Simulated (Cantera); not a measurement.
Cantera run, input and output.

```python
import numpy as np
import cantera as ct

gas = ct.Solution("gri30.yaml")


def delay(T, t_max=10):
    gas.TPX = T, 1600000, {'H2': 1, 'O2': 0.455, 'N2': 1.71}
    reactor = ct.IdealGasConstPressureReactor(gas, clone=False)
    net = ct.ReactorNet([reactor])
    net.rtol, net.atol = 1e-8, 1e-16
    while net.time < t_max:
        t_old, T_old = net.time, reactor.T
        net.step()
        if reactor.T > T + 400:  # ignition: a rise of 400 K
            return t_old + (T + 400 - T_old) / (reactor.T - T_old) * (net.time - t_old)
    return np.nan


taus = []
for T in [1048, 1098, 1148, 1198, 1248, 1298, 1348, 1398, 1448]:
    taus.append(delay(T))
    print(f"T0 = {T:6g} K   tau = {taus[-1]:.4e} s")
```

Output:

```
T0 =   1048 K   tau = 2.3453e-03 s
T0 =   1098 K   tau = 8.3512e-04 s
T0 =   1148 K   tau = 3.0520e-04 s
T0 =   1198 K   tau = 1.0922e-04 s
T0 =   1248 K   tau = 3.5163e-05 s
T0 =   1298 K   tau = 9.3023e-06 s
T0 =   1348 K   tau = 3.3109e-06 s
T0 =   1398 K   tau = 1.9193e-06 s
T0 =   1448 K   tau = 1.3413e-06 s
```

Computed with Cantera and GRI-Mech 3.0 (53 species, 325 reactions). The hydrogen kinetics of GRI-Mech 3.0 are dated; newer H2 mechanisms differ, most at raised pressure. The pressure lies above the range GRI-Mech 3.0 was tuned for (to about 10 atm).
